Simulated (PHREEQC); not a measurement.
Nickel, zinc or cadmium bath: an equilibrium model

A solution holds 0.0657 mol/kgw CdCl2, 0.16 mol/kgw KCl and 0.00017 mol/kgw MnSO4, at 55 °C. Closed to the air; pH follows from the charge balance.

Model: ion-association model, phreeqc.dat, run in PHREEQC.

Precipitation was switched off in this run.

Predict the pH, activity of water, density.

pH 5.39; activity of water 0.993; density 1.003 g/cm³.

In which forms is Mn present?

Mn+2 79 %, MnCl+ 20 %, MnCl2 0.8 % of the Mn.

Complexes and solids missing from the database can't appear. At this temperature some constants are extrapolated from 25 °C, and those without enthalpy data are left unchanged.
